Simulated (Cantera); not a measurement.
An adiabatic, constant-volume homogeneous reactor starts with CH₄ : CO : O₂ : N₂ = 1 : 0.3 : 1.43 : 5.39 (molar parts), at 1550 K and 5.00 bar.

Cantera simulation using GRI-Mech 3.0 (53 species, 325 reactions); the numbers are that mechanism's predictions, not measurements. Above 3000 K some thermodynamic fits are extrapolated.

### Question
Predict: time of steepest temperature rise; temperature at 5.00 s; equilibrium temperature; x(CO) at 5.00 s; x(O₂) at 5.00 s; x(NO) at 5.00 s; x(N₂O) at 5.00 s.

### Answer
| Item | Value |
|---|---|
| time of steepest temperature rise | 0.248 ms |
| temperature at 5.00 s | 3068 K |
| equilibrium temperature | 3068 K |
| x(CO) at 5.00 s | 0.110 (gas-phase equilibrium 0.110) |
| x(O₂) at 5.00 s | 0.00182 (gas-phase equilibrium 0.00182) |
| x(NO) at 5.00 s | 0.00424 (gas-phase equilibrium 0.00424) |
| x(N₂O) at 5.00 s | 6.95e-7 (gas-phase equilibrium 6.95e-7) |
